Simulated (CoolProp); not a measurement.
The numbers come from the reference Helmholtz-energy equation of state, Akasaka 2024 in CoolProp.

Q: For R1132(E), give the phase and the cv (kJ/(kg K)) at 64.55 °C and 101 kPa.

A: 
- 64.55 °C and 101 kPa: gas; cv 0.881
